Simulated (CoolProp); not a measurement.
Saturation properties of CF4 (R14).

Model: reference Helmholtz-energy equation of state, Platzer 1990, in CoolProp. This equation is an older, rougher fit; its heat capacities, sound speeds and derivatives of the liquid may be far off and weren't checked against measurements.

| T (K) | p (MPa) | liquid density (kg/m³) | vapour density (kg/m³) | liquid viscosity (µPa s) |
|---|---|---|---|---|
| 171.5 | 0.4743 | 1452 | ___ | 151 |
| 176.9 | 0.6118 | ___ | 42.24 | ___ |
| 182.3 | 0.7768 | 1381 | ___ | 129 |
| 187.7 | 0.9727 | 1342 | 67.54 | 119 |
| 193.1 | 1.203 | 1301 | 84.53 | 109 |
| 198.5 | 1.471 | 1256 | 105.4 | 100 |
| 203.9 | 1.780 | 1207 | ___ | 91.5 |
| 209.3 | 2.137 | 1150 | 164.8 | 82.8 |
| 214.7 | 2.545 | 1083 | 209.1 | 73.7 |
| 220.1 | 3.011 | ___ | 273.9 | 63.6 |

Q: Some entries are withheld; supply them.

A: 
- 171.5, vapour density (kg/m³): 32.91
- 176.9, liquid density (kg/m³): 1417
- 176.9, liquid viscosity (µPa s): 139
- 182.3, vapour density (kg/m³): 53.64
- 203.9, vapour density (kg/m³): 131.5
- 220.1, liquid density (kg/m³): 996.6

It boils at 145.1 K under 1 atm.

Viscosity comes from a separate model (Huber 2003), an estimate that may be off by 10 % or more.
